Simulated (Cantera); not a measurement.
## Premixed flame

A freely propagating, adiabatic, planar premixed flame of CO : H2 : O2 : N2 : H2O : CO2 = 1 : 0.32 : 0.508 : 1.91 : 0.13 : 0.011 (molar parts), unburnt at 625 K and 500000 Pa; mixture-averaged transport, grid criteria slope 0.08 and curve 0.16, no radiation.

Computed with Cantera and GRI-Mech 3.0 (53 species, 325 reactions). The hydrogen kinetics of GRI-Mech 3.0 are dated; newer H2 mechanisms differ, most at raised pressure. Burning velocities carry a grid error of a few per cent, more on coarse grids.

```json
[
 {"z (mm)": "-0.257", "T (K)": "625", "u (m/s)": "2.52", "x CO": "0.258", "x H2": "0.0825", "x O2": "0.131", "x NO": "<1e-8", "x NO2": "<1e-8", "x H2O2": "<1e-8"},
 {"z (mm)": "-0.171", "T (K)": "625", "u (m/s)": "2.52", "x CO": "0.258", "x H2": "0.0821", "x O2": "0.131", "x NO": "<1e-8", "x NO2": "<1e-8", "x H2O2": "<1e-8"},
 {"z (mm)": "-0.128", "T (K)": "625", "u (m/s)": "2.51", "x CO": "0.258", "x H2": "0.0815", "x O2": "0.131", "x NO": "<1e-8", "x NO2": "<1e-8", "x H2O2": "2.95e-8"},
 {"z (mm)": "-0.0855", "T (K)": "626", "u (m/s)": "2.51", "x CO": "0.259", "x H2": "0.0790", "x O2": "0.131", "x NO": "<1e-8", "x NO2": "<1e-8", "x H2O2": "4.84e-7"},
 {"z (mm)": "-0.0428", "T (K)": "665", "u (m/s)": "2.64", "x CO": "0.261", "x H2": "0.0668", "x O2": "0.132", "x NO": "1.65e-8", "x NO2": "<1e-8", "x H2O2": "2.77e-5"},
 {"z (mm)": "-0.0214", "T (K)": "914", "u (m/s)": "3.57", "x CO": "0.255", "x H2": "0.0488", "x O2": "0.122", "x NO": "3.34e-7", "x NO2": "1.11e-8", "x H2O2": "9.58e-5"},
 {"z (mm)": "0", "T (K)": "1375", "u (m/s)": "5.28", "x CO": "0.226", "x H2": "0.0257", "x O2": "0.0906", "x NO": "2.64e-6", "x NO2": "<1e-8", "x H2O2": "1.70e-5"},
 {"z (mm)": "0.0214", "T (K)": "1706", "u (m/s)": "6.42", "x CO": "0.184", "x H2": "0.0133", "x O2": "0.0559", "x NO": "8.82e-6", "x NO2": "1.02e-8", "x H2O2": "2.70e-6"},
 {"z (mm)": "0.0428", "T (K)": "1896", "u (m/s)": "7.02", "x CO": "0.152", "x H2": "0.0117", "x O2": "0.0374", "x NO": "1.66e-5", "x NO2": "1.35e-8", "x H2O2": "1.40e-6"},
 {"z (mm)": "0.0855", "T (K)": "2090", "u (m/s)": "7.60", "x CO": "0.124", "x H2": "0.0124", "x O2": "0.0240", "x NO": "3.02e-5", "x NO2": "1.76e-8", "x H2O2": "7.39e-7"},
 {"z (mm)": "0.171", "T (K)": "2253", "u (m/s)": "8.09", "x CO": "0.111", "x H2": "0.0115", "x O2": "0.0164", "x NO": "4.93e-5", "x NO2": "2.39e-8", "x H2O2": "4.39e-7"},
 {"z (mm)": "0.342", "T (K)": "2378", "u (m/s)": "8.46", "x CO": "0.102", "x H2": "0.00998", "x O2": "0.0110", "x NO": "7.65e-5", "x NO2": "3.17e-8", "x H2O2": "2.88e-7"},
 {"z (mm)": "0.684", "T (K)": "2465", "u (m/s)": "8.71", "x CO": "0.0946", "x H2": "0.00885", "x O2": "0.00684", "x NO": "0.000117", "x NO2": "3.94e-8", "x H2O2": "2.00e-7"}
]
```
x: mole fraction of selected species; z is measured from the peak of heat release.

| Quantity | Result |
|---|---|
| laminar burning velocity | 252 cm/s |
| thermal thickness | 0.0855 mm |
| peak x(H2O2) | 9.59e-5 |
| grid points | 107 |
